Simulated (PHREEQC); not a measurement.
**Acid rinse or clean (model solution)**

Solution (50 °C): 0.21 mol HBr, 0.24 mol CaCl2 and 0.00013 mol KCl per kg of water. Closed to the air; pH follows from the charge balance.

The numbers come from PHREEQC with the ion-association model, phreeqc.dat.

```json
{
  "pH": "0.81",
  "ionic_strength": "0.930 mol/kgw",
  "activity_of_water": "0.981",
  "density": "1.020 g/cm³",
  "total_alkalinity": "-210 meq/kg"
}
```

```csv
species,molality,activity,log γ
Cl-,0.480,0.288,-0.222
Ca+2,0.240,0.0552,-0.638
H+,0.210,0.155,-0.133
Br-,0.210,0.115,-0.263
K+,0.000130,7.67e-5,-0.229
```

No solid was allowed to form. The ionic strength is past about 0.7 mol/kgw, beyond the range of this activity model, so the values are rough. Complexes and solids missing from the database can't appear. Away from 25 °C the constants follow the database's enthalpies or fits; those with neither stay at their 25 °C values.
